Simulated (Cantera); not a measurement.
# Thermodynamics of hydrogen reduction and annealing atmospheres, feed Cr2O3 + H2 + H2O

Charge: 1 mol Cr2O3, 18 mol H2, 0.12 mol H2O, equilibrated at 1723.15 K and 0.133 bar.

Method: chemical equilibrium by Gibbs-energy minimisation in Cantera with the NASA 1993 tables (ideal gas, pure condensed phases). Candidate condensed phases: Cr, Cr2O3, H2O; 13 gas species. The numbers say what is thermodynamically allowed, not how fast it happens.

```
Quantity                             Result
--------------------------------  ---------
x(H2)                                 0.993
x(H2O)                              0.00680
x(H)                               0.000498
x(Cr)                              0.000119
n(Cr2O3(s))                       0.999 mol
gas amount                        18.13 mol
log10 activity of Cr(s) (absent)      -0.28
```
